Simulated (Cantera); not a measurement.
Input: 1 mol TiO₂, 17 mol Cl₂, 0.35 mol H₂, held at 1500 K.

Cantera equilibrium calculation (NASA polynomials, part measured and part estimated; ideal gas, pure solids and liquids). Candidate condensed phases: H₂O, Ti, TiCl₂, TiCl₃, TiCl₄, TiO, TiO₂, Ti₂O₃, Ti₃O₅, Ti₄O₇; 23 gas species. The numbers say what is thermodynamically allowed, not how fast it happens.

x: gas mole fraction; n: condensed amount in mol.

```json
[
 {"P (Pa)": "1", "x Cl": "0.976", "x Cl₂": "0.00279", "x HCl": "0.0206", "x TiCl₄": "5.45e-5", "x O₂": "8.96e-5", "x ClO": "(withheld)", "x TiOCl₂": "3.27e-5", "n TiO₂(rutile)": "0.996"},
 {"P (Pa)": "4.20", "x Cl": "0.967", "x Cl₂": "0.0115", "x HCl": "0.0208", "x TiCl₄": "0.000268", "x O₂": "0.000309", "x ClO": "(withheld)", "x TiOCl₂": "3.54e-5", "n TiO₂(rutile)": "0.989"},
 {"P (Pa)": "18", "x Cl": "0.930", "x Cl₂": "0.0457", "x HCl": "0.0216", "x TiCl₄": "0.00112", "x O₂": "0.00116", "x ClO": "(withheld)", "x TiOCl₂": "3.50e-5", "n TiO₂(rutile)": "0.961"},
 {"P (Pa)": "75", "x Cl": "0.821", "x Cl₂": "0.148", "x HCl": "0.0238", "x TiCl₄": "0.00369", "x O₂": "0.00371", "x ClO": "(withheld)", "x TiOCl₂": "3.11e-5", "n TiO₂(rutile)": "0.890"},
 {"P (Pa)": "320", "x Cl": "0.608", "x Cl₂": "0.347", "x HCl": "0.0281", "x TiCl₄": "0.00868", "x O₂": "0.00867", "x ClO": "(withheld)", "x TiOCl₂": "2.31e-5", "n TiO₂(rutile)": "0.783"},
 {"P (Pa)": "1300", "x Cl": "0.382", "x Cl₂": "0.557", "x HCl": "0.0326", "x TiCl₄": "0.0140", "x O₂": "0.0139", "x ClO": "(withheld)", "x TiOCl₂": "1.45e-5", "n TiO₂(rutile)": "0.700"},
 {"P (Pa)": "5600", "x Cl": "0.209", "x Cl₂": "0.718", "x HCl": "0.0361", "x TiCl₄": "0.0180", "x O₂": "0.0179", "x ClO": "(withheld)", "x TiOCl₂": "7.95e-6", "n TiO₂(rutile)": "0.651"},
 {"P (Pa)": "24000", "x Cl": "0.108", "x Cl₂": "0.813", "x HCl": "0.0382", "x TiCl₄": "0.0204", "x O₂": "0.0203", "x ClO": "0.000185", "x TiOCl₂": "4.09e-6", "n TiO₂(rutile)": "0.626"},
 {"P (Pa)": "100000", "x Cl": "0.0543", "x Cl₂": "0.863", "x HCl": "0.0392", "x TiCl₄": "0.0216", "x O₂": "0.0215", "x ClO": "0.000196", "x TiOCl₂": "2.06e-6", "n TiO₂(rutile)": "0.614"}
]
```

Problem. Complete the blanks.

Solution. 
- 1, x ClO: 7.19e-7
- 4.20, x ClO: 2.71e-6
- 18, x ClO: 1.05e-5
- 75, x ClO: 3.37e-5
- 320, x ClO: 7.87e-5
- 1300, x ClO: 0.000126
- 5600, x ClO: 0.000163
